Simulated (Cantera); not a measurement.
A closed system holds: 1 mol SiH₄, a varied amount of N₂, held at 5.40 Pa.

These are equilibrium values from Cantera (NASA tables, ideal gas, pure condensed phases), not measurements of a reactor. Candidate condensed phases: Si, Si₃N₄; 18 gas species. N₂ is the only nitrogen source here; it is nearly inert below about 1500 K, so the nitride shown seldom forms there in practice. Mutual solubility and eutectic melting of coexisting phases are not modelled. Kinetics and transport are ignored.

Stable condensed phases, one row left out:

```
T in K \ n(N₂) in mol
         0.41 0.66  1.1  1.7  2.7  4.4    7   11   18   29
   1550     A    A    A    A    A    A    A    A    A    A
   1475     A    A    A    A    B    C    C    C    C    C
   1325     B    B    C    C    C    C    C    C    C    C
   1250     B    B    C    C    C    C    C    C    C    C
   1175     B    B    C    C    C    C    C    C    C    C
   1100     B    B    C    C    C    C    C    C    C    C
   1025     B    B    C    C    C    C    C    C    C    C
    950     B    B    C    C    C    C    C    C    C    C
```

A: Si; B: Si + Si₃N₄; C: Si₃N₄.

Task: Give the row for 1400 K.

Result: 0.41: Si + Si₃N₄; 0.66: Si + Si₃N₄; 1.1: Si₃N₄; 1.7: Si₃N₄; 2.7: Si₃N₄; 4.4: Si₃N₄; 7: Si₃N₄; 11: Si₃N₄; 18: Si₃N₄; 29: Si₃N₄.
